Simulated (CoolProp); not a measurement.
Hydrogen sulfide along the isotherm 349.45 °C: fugacity coefficient from the reference equation and from simpler models built on Tc = 100.0 °C, pc = 89.99 bar, ω = 0.101; each cubic takes its own stable root.

Computed with CoolProp (reference Helmholtz-energy equation of state, Lemmon 2006). It is a short technical equation, of lower accuracy than the large ones.

```
p (bar)          phase  reference
-------  -------------  ---------
1.42               gas     0.9992
2.92               gas     0.9983
6                  gas     0.9965
12.3               gas     0.9929
25.3               gas     0.9855
52                 gas     0.9708
107      supercritical     0.9424
219      supercritical     0.8925
450      supercritical     0.8266
```

**Question.** How far does each simpler model (van der Waals, Soave-Redlich-Kwong, Peng-Robinson) lie from the reference over these 9 states: mean and median of the absolute difference, and the worst?

**Answer.** 
- van der Waals: mean 2.5 %, median 0.7 %, worst -10.2 % at 349.45 °C and 450 bar
- Soave-Redlich-Kwong: mean 0.6 %, median 0.1 %, worst +3.8 % at 349.45 °C and 450 bar
- Peng-Robinson: mean 1.2 %, median 0.5 %, worst -3.8 % at 349.45 °C and 450 bar
